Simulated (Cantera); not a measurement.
What does this Cantera script print?

```python
import numpy as np
import cantera as ct

gas_names = [...]  # 110 gases of nasa_gas.yaml made of C, H, O
cond_names = """
    C(gr) C6H6(L) C7H8(L) C8H18(L),n-octa H2O(s) H2O(L)
""".split()


# ... load() reads the species with a 1 bar reference pressure and builds the phases ...
atoms = {
    'CO': {'C': 1, 'O': 1},
    'H2O': {'H': 2, 'O': 1},
}
top_T = {'C(gr)': 4500}  # K; cautious upper limits of use, not melting points


# ... equilibrate(T, P, feed) seeds the gas with the atoms and calls Mixture.equilibrate('TP', solver="vcs", rtol=1e-11, max_steps=5000) ...
results = []
feed = {'CO': 1, 'H2O': 0.067}  # mol
T = 675  # K
for P in [10, 160, 2500, 40000, 630000, 10000000]:
    mix = equilibrate(T, P, feed)
    results.append((T, P, feed, dict(zip(mix.species_names, mix.species_moles))))

top = {s: max(r[3][s] / sum(r[3][g] for g in gas_names) for r in results) for s in gas_names}
cols = sorted((s for s in top if top[s] > 0.001), key=lambda s: -top[s])[:5]
seen = [c for c in cond_names if any(r[3].get(c, 0) > 1e-12 for r in results)]
print("log10 of partial pressures in bar; condensed amounts in mol")
print(f"{'P/Pa':>10s}" + "".join(f"{s[:9]:>10s}" for s in cols + seen))
for T, P, feed, n in results:
    ng = sum(n[g] for g in gas_names)
    print(f"{P:10.4g}" + "".join(f"{np.log10(max(n[s] / ng * P / 1e5, 1e-99)):10.3f}" for s in cols)
          + "".join(f"{n.get(c, 0):10.4g}" for c in seen))
```

It prints:

```
log10 of partial pressures in bar; condensed amounts in mol
      P/Pa       CO2        CO       H2O        H2       CH4     C(gr)
        10    -4.434    -4.259    -6.369    -5.115    -9.065    0.2407
       160    -2.946    -3.515    -4.414    -3.904    -6.644    0.4118
      2500    -1.680    -2.882    -2.802    -2.925    -4.686    0.4692
     4e+04    -0.457    -2.271    -1.419    -2.154    -3.143     0.489
   6.3e+05     0.744    -1.670    -0.167    -1.502    -1.840     0.495
     1e+07     1.946    -1.069     1.049    -0.888    -0.611    0.4966
```

These are equilibrium values from Cantera (NASA tables, ideal gas, pure condensed phases), not measurements of a reactor. The ideal-gas law is rough above about 30 bar.
